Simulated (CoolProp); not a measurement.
R123 along the isobar 54.2 bar: Z from the reference equation and from simpler models built on Tc = 456.8 K, pc = 36.62 bar, ω = 0.282; each cubic takes its own stable root.

Computed with CoolProp (reference Helmholtz-energy equation of state, Younglove 1994). It is a modified Benedict-Webb-Rubin equation, recast in Helmholtz form.

```json
[
 {"T (K)": "213", "phase": "liquid", "reference": "0.2798"},
 {"T (K)": "223.5", "phase": "liquid", "reference": "0.2704"},
 {"T (K)": "234", "phase": "liquid", "reference": "0.2620"},
 {"T (K)": "244.5", "phase": "liquid", "reference": "0.2544"},
 {"T (K)": "255", "phase": "liquid", "reference": "0.2475"},
 {"T (K)": "265.5", "phase": "liquid", "reference": "0.2414"},
 {"T (K)": "276", "phase": "liquid", "reference": "0.2359"},
 {"T (K)": "286.5", "phase": "liquid", "reference": "0.2310"},
 {"T (K)": "297.1", "phase": "liquid", "reference": "0.2265"},
 {"T (K)": "307.6", "phase": "liquid", "reference": "0.2226"},
 {"T (K)": "318.1", "phase": "liquid", "reference": "0.2192"},
 {"T (K)": "328.6", "phase": "liquid", "reference": "0.2163"}
]
```

Problem. How far does each simpler model (van der Waals, Redlich-Kwong, Soave-Redlich-Kwong, Peng-Robinson) lie from the reference over these 12 states: mean and median of the absolute difference, and the worst?

Solution. 
- van der Waals: mean 64.2 %, median 64.1 %, worst +67.1 % at 213 K and 54.2 bar
- Redlich-Kwong: mean 13.1 %, median 13.1 %, worst +13.5 % at 328.6 K and 54.2 bar
- Soave-Redlich-Kwong: mean 10.0 %, median 9.7 %, worst +11.3 % at 213 K and 54.2 bar
- Peng-Robinson: mean 2.3 %, median 2.6 %, worst -3.1 % at 318.1 K and 54.2 bar
